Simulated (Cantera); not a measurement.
A closed system holds: 1 mol SiH4, 3.6 mol N2, held at 1798.15 K and 10.0 Torr.

These are equilibrium values from Cantera (NASA tables, ideal gas, pure condensed phases), not measurements of a reactor. Candidate condensed phases: Si, Si3N4; 18 gas species. Mutual solubility and eutectic melting of coexisting phases are not modelled. Gases not in the tables: Si2H6 and higher silanes. Equilibrium is a limit: real reactors are often held back by kinetics, nucleation or transport.

Base state: N2 0.641, H2 0.357, H 0.00182, Si 0.000232, SiH 1.83e-5, Si2N 1.54e-5, SiH2 1.06e-5 (mole fractions); condensed: Si(l) + Si3N4(s).

**Question.** What changes in the equilibrium state with this change: temperature from 1798.15 K to 1325 K?

**Answer.** 
| species | before | after |
|---|---|---|
| N2 | 0.641 | 0.595 |
| H2 | 0.357 | 0.405 |
| H | 0.00182 | 9.02e-6 |
| Si | 0.000232 | <1e-9 |
| SiH | 1.83e-5 | <1e-9 |
| Si2N | 1.54e-5 | <1e-9 |
| Si(l), mol | 0.968 | 0 |
| Si3N4(s), mol | 0.0102 | 0.333 |
N2 is the only nitrogen source here; it is nearly inert below about 1500 K, so the nitride shown seldom forms there in practice.

**Question.** What changes in the equilibrium state with this change: temperature from 1798.15 K to 973.15 K?

**Answer.** 
```
species          before    after
-------------  --------  -------
N2                0.641    0.595
H2                0.357    0.405
H               0.00182  5.99e-9
Si             0.000232    <1e-9
SiH             1.83e-5    <1e-9
Si2N            1.54e-5    <1e-9
SiH2            1.06e-5    <1e-9
Si(l), mol        0.968        0
Si3N4(s), mol    0.0102    0.333
```
N2 is the only nitrogen source here; it is nearly inert below about 1500 K, so the nitride shown seldom forms there in practice.
